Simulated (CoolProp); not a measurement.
Vapour-liquid equilibrium of carbon dioxide (1) + CH3F (R41) (2) at 275.1 K; x and y are mole fractions of (1).

Values from CoolProp's multi-fluid Helmholtz-energy mixture model, Span 1996 and Lemmon 2006; pair parameters Bell 2016.

| x | bubble pressure (MPa) | y at the bubble point | dew pressure at overall composition x (MPa) | liquid density (mol/L) |
|---|---|---|---|---|
| 0.05 | 2.220 | 0.070 | 2.200 | 19.79 |
| 0.125 | 2.324 | 0.168 | 2.278 | 19.87 |
| 0.2 | … | 0.259 | 2.359 | 19.96 |
| 0.275 | 2.527 | 0.346 | 2.444 | 20.04 |
| 0.35 | 2.630 | 0.427 | 2.533 | 20.13 |
| 0.425 | 2.734 | 0.506 | 2.627 | 20.23 |
| 0.5 | 2.841 | 0.581 | 2.726 | 20.32 |
| 0.575 | 2.951 | 0.652 | … | 20.41 |
| 0.65 | 3.065 | … | 2.947 | 20.50 |
| 0.725 | 3.184 | 0.787 | 3.072 | … |
| 0.8 | 3.309 | 0.850 | 3.209 | 20.66 |
| 0.875 | 3.439 | 0.909 | 3.363 | 20.72 |
| 0.95 | 3.575 | 0.965 | 3.537 | 20.78 |

Q: Some entries are withheld; supply them.

A: 
- 0.2, bubble pressure (MPa): 2.426
- 0.575, dew pressure at overall composition x (MPa): 2.832
- 0.65, y at the bubble point: 0.721
- 0.725, liquid density (mol/L): 20.58

No azeotrope shows between x = 0.05 and 0.95.

Pair parameters are fitted to limited data, so mixtures are less certain than the pure fluids.
